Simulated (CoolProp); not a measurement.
Vapour pressure (bar) of carbonyl sulfide: the reference equation beside estimates from Tc = 378.8 K, pc = 63.69 bar, ω = 0.098. Clausius-Clapeyron is anchored at 194.3 K with a constant enthalpy of vaporisation of 19.67 kJ/mol.

The numbers come from the reference Helmholtz-energy equation of state, Lemmon 2006 in CoolProp. It is a short technical equation, of lower accuracy than the large ones.

| T (K) | reference | Lee-Kesler | Clausius-Clapeyron | van der Waals | Redlich-Kwong | Soave-Redlich-Kwong | Peng-Robinson |
|---|---|---|---|---|---|---|---|
| 181.6 | 0.08994 | 0.08852 | 0.09147 | 1.325 | 0.07882 | 0.08808 | 0.09608 |
| 183.8 | 0.1056 | 0.1038 | 0.1069 | 1.441 | 0.09404 | 0.1034 | 0.1123 |
| 185.9 | 0.1225 | 0.1204 | 0.1236 | 1.559 | 0.1108 | 0.1200 | 0.1298 |
| 188 | 0.1417 | 0.1391 | 0.1425 | 1.684 | 0.1298 | 0.1388 | 0.1495 |
| 190.1 | 0.1632 | 0.1602 | 0.1638 | 1.815 | 0.1515 | 0.1599 | 0.1716 |
| 192.2 | 0.1873 | 0.1839 | 0.1876 | 1.954 | 0.1761 | 0.1836 | 0.1963 |
| 194.3 | 0.2143 | 0.2103 | 0.2143 | 2.101 | 0.2037 | 0.2101 | 0.2239 |
| 196.4 | 0.2444 | 0.2398 | 0.2441 | 2.255 | 0.2349 | 0.2396 | 0.2545 |
| 198.5 | 0.2778 | 0.2727 | 0.2772 | 2.417 | 0.2697 | 0.2725 | 0.2885 |
| 200.7 | 0.3166 | 0.3109 | 0.3159 | 2.595 | 0.3105 | 0.3107 | 0.3280 |
| 202.8 | 0.3577 | 0.3513 | 0.3569 | 2.774 | 0.3539 | 0.3512 | 0.3696 |
| 204.9 | 0.4030 | 0.3959 | 0.4022 | 2.961 | 0.4020 | 0.3958 | 0.4154 |
| 207 | 0.4527 | 0.4450 | 0.4522 | 3.157 | 0.4552 | 0.4449 | 0.4656 |
| 209.1 | 0.5073 | 0.4989 | 0.5072 | 3.362 | 0.5138 | 0.4988 | 0.5206 |
| 211.2 | 0.5669 | 0.5579 | 0.5676 | 3.576 | 0.5781 | 0.5577 | 0.5806 |

Absolute difference from the reference over all 15 rows, mean and median: Lee-Kesler 1.8 and 1.8 %, Clausius-Clapeyron 0.4 and 0.2 %, van der Waals 869.9 and 822.7 %, Redlich-Kwong 4.9 and 3.9 %, Soave-Redlich-Kwong 1.9 and 2.0 %, Peng-Robinson 4.3 and 4.1 %.
